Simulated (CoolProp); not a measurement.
Values from CoolProp's reference Helmholtz-energy equation of state, Lemmon 2005.

**Question.** For R125, give the phase and the cp (kJ/(kg K)) at 476.3 K and 810 kPa.

**Answer.** 
- 476.3 K and 810 kPa: gas; cp 1.04
